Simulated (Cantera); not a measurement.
Equilibrium for silicon epitaxy and polysilicon growth: SiH2Cl2 + H2

Input: 1 mol SiH2Cl2, 31 mol H2, held at 0.120 bar.

Cantera equilibrium calculation (NASA polynomials, part measured and part estimated; ideal gas, pure solids and liquids). Candidate condensed phases: Si; 19 gas species. The tables' values for SiCl3, SiCl are old estimates; treat these amounts as uncertain. Gases not in the tables: Si2H6 and higher silanes. Rates play no part.

```
T (K)   x H2   x HCl   x SiCl2   x SiCl4  x SiHCl3   x SiCl3  n Si(s)  n Si(l)
-----  -----  ------  --------  --------  --------  --------  -------  -------
1100   0.967  0.0215  0.000972   0.00589   0.00391  0.000641    0.617        0
1150   0.962  0.0278   0.00176   0.00438   0.00308  0.000840    0.662        0
1200   0.957  0.0338   0.00282   0.00288   0.00221  0.000962    0.701        0
1250   0.953  0.0388   0.00398   0.00164   0.00143  0.000954    0.731        0
1300   0.950  0.0422   0.00500  0.000821  0.000842  0.000831    0.749        0
1350   0.949  0.0441   0.00576  0.000378  0.000466  0.000661    0.758        0
1400   0.948  0.0450   0.00630  0.000170  0.000253  0.000502    0.760        0
1450   0.947  0.0453   0.00669   7.68e-5  0.000138  0.000375    0.758        0
1500   0.947  0.0454   0.00698   3.59e-5   7.76e-5  0.000281    0.756        0
1550   0.947  0.0453   0.00722   1.74e-5   4.48e-5  0.000212    0.752        0
1600   0.947  0.0451   0.00742   8.78e-6   2.66e-5  0.000163    0.748        0
1650   0.947  0.0449   0.00759   4.60e-6   1.63e-5  0.000126    0.744        0
1700   0.947  0.0449   0.00764   2.49e-6   1.02e-5   9.84e-5        0    0.743
1750   0.946  0.0456   0.00732   1.38e-6   6.31e-6   7.53e-5        0    0.754
```
x: gas mole fraction; n: condensed amount in mol.

From 1100 K to 1650 K the condensed part is Si(s). From 1700 K to 1750 K the condensed part is Si(l). The main Si-bearing gas is SiCl4 at 1100 K and SiCl2 at 1750 K. The share of Si in condensed phases is highest at 1400 K (76.0 %) and lowest at 1100 K (61.7 %).
